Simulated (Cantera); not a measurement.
Input: 1 mol NH3, 0.32 mol H2, 1.4 mol N2, held at 2.90 mbar.

Equilibrium computed with Cantera from the NASA thermochemical tables; the gas is ideal and each condensed phase is pure. Ions and electrons are included (thermal ionisation). Equilibrium is a limit: real reactors are often held back by kinetics, nucleation or transport.

x: gas mole fraction; nothing condenses.

| T (°C) | x H | x N2 | x N | x H2 |
|---|---|---|---|---|
| 2727 | 0.601 | 0.357 | 0.000155 | 0.0420 |
| 2977 | 0.641 | 0.346 | 0.000675 | 0.0116 |
| 3227 | 0.652 | 0.343 | 0.00241 | 0.00353 |
| 3477 | 0.653 | 0.339 | (withheld) | (withheld) |
| 3727 | 0.650 | 0.330 | 0.0189 | 0.000482 |
| 3977 | 0.642 | 0.314 | 0.0436 | 0.000208 |
| 4227 | 0.628 | (withheld) | (withheld) | (withheld) |
| 4477 | 0.604 | 0.235 | 0.161 | 4.61e-5 |
| 4727 | 0.573 | 0.172 | 0.255 | 2.30e-5 |

Q: Some entries are withheld; supply them.

A: 
- 3477, x N: 0.00726
- 3477, x H2: 0.00123
- 4227, x N2: 0.283
- 4227, x N: 0.0890
- 4227, x H2: 9.56e-5
